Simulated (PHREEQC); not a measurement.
Make-up at 20 °C: 0.018 mol/kgw HCl, 9.3e-05 mol/kgw ZnSO4 and 7.3e-05 mol/kgw Fe2(SO4)3. Closed to the air; pH follows from the charge balance.

Model: ion-association model, wateq4f.dat, run in PHREEQC.

Each row changes one thing in this solution. This is a speciation only: nothing precipitates in the calculation.

```csv
case,pH,SO4-2 (mol/kgw),HSO4- (mol/kgw),Fe+3 (mol/kgw),FeSO4+ (mol/kgw),FeCl+2 (mol/kgw),SI of Goethite (FeOOH),SI of Hematite (Fe2O3)
as made,1.80,0.000145,0.000137,8.08e-5,2.77e-5,1.97e-5,+1.67,+5.33
HCl from 0.018 to 0.0198 mol/kgw,1.76,0.000140,0.000143,8.18e-5,2.59e-5,2.15e-5,+1.54,+5.07
temperature from 20 to 15 °C,1.80,0.000152,0.000130,8.58e-5,2.77e-5,1.78e-5,+1.51,+4.99
ZnSO4 left out,1.80,0.000101,9.58e-5,8.59e-5,2.07e-5,2.10e-5,+1.70,+5.38
ZnSO4 from 9.3e-05 to 0.00014 mol/kgw,1.80,0.000167,0.000157,7.84e-5,3.09e-5,1.91e-5,+1.66,+5.30
temperature from 20 to 85 °C,1.80,5.38e-5,0.000250,1.94e-5,6.99e-6,2.49e-5,+2.98,+8.19
```

Some of these states are supersaturated (in Hematite (slow to form), Goethite (slow to form), for instance). Away from 25 °C the constants follow the database's enthalpies or fits; those with neither stay at their 25 °C values.
